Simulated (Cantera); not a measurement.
A closed system holds: 1 mol SiF4, 0.99 mol HCl, 9.8 mol H2, equilibrated at 85000 Pa.

Cantera equilibrium calculation (NASA polynomials, part measured and part estimated; ideal gas, pure solids and liquids). Candidate condensed phases: Si; 37 gas species. The tables' values for SiF3, SiF2, SiCl3 are old estimates; treat these amounts as uncertain. Equilibrium is a limit: real reactors are often held back by kinetics, nucleation or transport. All values below are at 1425 K.

Base state: H2 0.826, HCl 0.0837, SiF4 0.0796, HF 0.00548, SiHF3 0.00334, SiF3 0.00161, SiH2F2 6.48e-5, SiCl2 3.94e-5 (mole fractions); condensed: gas only.

### Question
What changes in the equilibrium state with this change: pressure from 85000 Pa to 10000 Pa?

### Answer
```json
[
 {"species": "H2", "before": "0.826", "after": "0.825"},
 {"species": "HCl", "before": "0.0837", "after": "0.0835"},
 {"species": "SiF4", "before": "0.0796", "after": "0.0782"},
 {"species": "SiF3", "before": "0.00161", "after": "0.00360"},
 {"species": "HF", "before": "0.00548", "after": "0.00704"},
 {"species": "SiF2", "before": "2.14e-5", "after": "0.000108"},
 {"species": "SiCl2", "before": "3.94e-5", "after": "0.000121"}
]
```
